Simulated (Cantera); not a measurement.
A Cantera script and its output.

```python
import numpy as np
import cantera as ct

gas = ct.Solution("gri30.yaml")
gas.TPX = 1075, 130000, {'CO': 0.0011, 'O2': 0.017, 'H2O': 0.066, 'N2': 1}
inlet = ct.Reservoir(gas, clone=True)

reactor = ct.IdealGasConstPressureReactor(gas, energy="off", clone=False)
exhaust = ct.Reservoir(gas, clone=True)
tau = [6.3, 2.7, 1.2, 0.49, 0.21, 0.09, 0.038, 0.016, 0.007][0]
for a, b in ((inlet, reactor), (reactor, exhaust)):
    ct.MassFlowController(a, b, mdot=lambda t: reactor.mass / tau)
net = ct.ReactorNet([reactor])
show = ['CO', 'O2', 'H2O', 'O', 'NO2', 'NO', 'N2O']

rows = []
print(f"{'tau/s':>10s}{'T/K':>9s}" + "".join(f"{s:>11s}" for s in show))
for tau in [6.3, 2.7, 1.2, 0.49, 0.21, 0.09, 0.038, 0.016, 0.007]:
    net.initial_time = 0.0
    net.advance(30 * tau)
    before = gas.X
    net.advance(40 * tau)
    drift = np.max(np.abs(gas.X - before) / (gas.X + 1e-9))
    rows.append([gas.T, *gas[show].X, drift])
    print(f"{tau:10.3e}{gas.T:9.1f}" + "".join(f"{x:11.3e}" for x in gas[show].X))
```

Output:

```
     tau/s      T/K         CO         O2        H2O          O        NO2         NO        N2O
 6.300e+00   1075.0  8.566e-05  1.522e-02  6.091e-02  1.286e-08  3.521e-11  2.077e-11  3.163e-08
 2.700e+00   1075.0  1.419e-04  1.525e-02  6.090e-02  2.666e-08  2.878e-11  1.996e-11  3.042e-08
 1.200e+00   1075.0  2.209e-04  1.529e-02  6.090e-02  5.176e-08  2.071e-11  1.786e-11  2.703e-08
 4.900e-01   1075.0  3.431e-04  1.535e-02  6.089e-02  1.009e-07  1.244e-11  1.410e-11  2.175e-08
 2.100e-01   1075.0  4.918e-04  1.543e-02  6.089e-02  1.728e-07  6.670e-12  9.786e-12  1.600e-08
 9.000e-02   1075.0  6.568e-04  1.551e-02  6.088e-02  2.603e-07  3.142e-12  5.792e-12  1.035e-08
 3.800e-02   1075.0  8.093e-04  1.558e-02  6.087e-02  3.352e-07  1.273e-12  2.829e-12  5.640e-09
 1.600e-02   1075.0  9.180e-04  1.563e-02  6.087e-02  3.589e-07  4.221e-13  1.110e-12  2.549e-09
 7.000e-03   1075.0  9.766e-04  1.566e-02  6.087e-02  3.145e-07  1.024e-13  3.462e-13  9.797e-10
```

Cantera simulation using GRI-Mech 3.0 (53 species, 325 reactions); the numbers are that mechanism's predictions, not measurements.
